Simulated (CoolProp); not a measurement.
Sulfur hexafluoride along the isobar 53.1 bar: density (kg/m³) from the reference equation and from simpler models built on Tc = 318.7 K, pc = 37.55 bar, ω = 0.210; each cubic takes its own stable root.

Model: reference Helmholtz-energy equation of state, Guder 2009, in CoolProp.

```tsv
T (K)	phase	reference
313.2	liquid	1286
321.5	supercritical	1170
329.8	supercritical	989.8
338	supercritical	708.1
346.3	supercritical	536.4
354.6	supercritical	455.7
362.8	supercritical	407.2
371.1	supercritical	372.7
379.4	supercritical	346.5
387.6	supercritical	325.7
395.9	supercritical	308.3
404.2	supercritical	293.4
412.4	supercritical	280.7
420.7	supercritical	269.4
429	supercritical	259.3
```

### Question
How far does each simpler model (van der Waals, Redlich-Kwong, Soave-Redlich-Kwong, Peng-Robinson) lie from the reference over these 15 states: mean and median of the absolute difference, and the worst?

### Answer
- van der Waals: mean 12.5 %, median 9.6 %, worst -29.6 % at 313.2 K and 53.1 bar
- Redlich-Kwong: mean 5.9 %, median 4.6 %, worst -13.3 % at 321.5 K and 53.1 bar
- Soave-Redlich-Kwong: mean 4.7 %, median 1.9 %, worst -14.9 % at 329.8 K and 53.1 bar
- Peng-Robinson: mean 3.0 %, median 2.6 %, worst -7.5 % at 329.8 K and 53.1 bar
